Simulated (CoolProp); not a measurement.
Values from CoolProp's reference Helmholtz-energy equation of state, Akasaka 2023.

Problem. For R1336mzz(E), give the phase and the cv (kJ/(kg K)), fugacity coefficient at 243.8 K and 57 bar; 273.3 K and 24.4 bar; 233.7 K and 33 bar.

Solution. 
- 243.8 K and 57 bar: liquid; cv 0.859, fugacity coefficient 0.00395
- 273.3 K and 24.4 bar: liquid; cv 0.870, fugacity coefficient 0.0327
- 233.7 K and 33 bar: liquid; cv 0.853, fugacity coefficient 0.00327
